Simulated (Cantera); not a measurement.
**Equilibrium for calcination and drying: CaCO3 + H2 + O2 + H2O**

Input: 1 mol CaCO3, 6.2 mol H2, 0.07 mol O2, 7 mol H2O, equilibrated at 2.60 mbar.

Cantera equilibrium calculation (NASA polynomials, part measured and part estimated; ideal gas, pure solids and liquids). Candidate condensed phases: C, C6H6, C7H8, C8H18, Ca, CaCO3, CaO, Ca(OH)2, H2O; 115 gas species. Rates play no part.

```tsv
T (K)	log p H2O	log p H2	log p CO2	log p CO	log p CH4	log p H	log p OH	n CaCO3(calcite)	n CaO(s)
623	-2.85	-2.92	-6.74	-8.13	-8.47	<-14	<-14	0.999	0.000985
698	-2.85	-2.92	-5.16	-6.22	-8.53	<-14	<-14	0.962	0.0380
773	-2.87	-2.96	-3.90	-4.70	-8.69	-13.52	<-14	0.219	0.781
848	-2.87	-2.97	-3.84	-4.43	-9.79	-12.21	<-14	0	1.00
923	-2.87	-2.98	-3.88	-4.30	-10.80	-11.10	-13.93	0	1.00
998	-2.86	-2.98	-3.92	-4.20	-11.68	-10.16	-12.70	0	1.00
1073	-2.86	-2.99	-3.97	-4.13	-12.45	-9.35	-11.65	0	1.00
1148	-2.86	-2.99	-4.01	-4.07	-13.12	-8.64	-10.73	0	1.00
```
log p: log10 of the partial pressure in bar; n: condensed amount in mol.

From 623 K to 773 K the condensed part is CaCO3(calcite) + CaO(s). From 848 K to 1148 K the condensed part is CaO(s).
